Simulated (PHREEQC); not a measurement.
## Alkaline etch or developer with single salt, acid or base (model solution)

Solution A (15 mmol/kgw NaOH, 0.058 mmol/kgw H3BO3 and 0.57 mmol/kgw K3PO4) is mixed with solution B (1.1 mmol/kgw NH4BF4) at 65 °C; shares are by mass of water, 1 kg in all. Oxygen is held at 0.21 atm. The system is closed to CO2. Precipitation was switched off in this run.

The series has 21 steps of share of solution B, from 0 to 1.

Equilibrium calculation in PHREEQC: ion-association model, phreeqc.dat.

### Question
Between which two steps does the pH jump most, and from what to what?

### Answer
Between share of solution B = 0.8 and 0.85: from 8.05 to 4.50.

Away from 25 °C the constants follow the database's enthalpies or fits; those with neither stay at their 25 °C values. Real BF4- forms and hydrolyses slowly; the run takes it at equilibrium.
